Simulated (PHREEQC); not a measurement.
Make-up at 25 °C: 0.24 mol/kgw BaCl2 and 0.0066 mol/kgw NaF. Closed to the air; pH follows from the charge balance.

Computed with PHREEQC (ion-association model, wateq4f.dat).

Problem. The ionic strength comes out as 0.727 mol/kgw. What activity coefficients do Na+, Cl-, F-, Ba+2 get?

Solution. Na+ 0.71, Cl- 0.62, F- 0.60, Ba+2 0.19.

Precipitation was switched off in this run. Ionic strength above about 0.7 mol/kgw puts this run outside the model's range. Complexes and solids missing from the database can't appear.
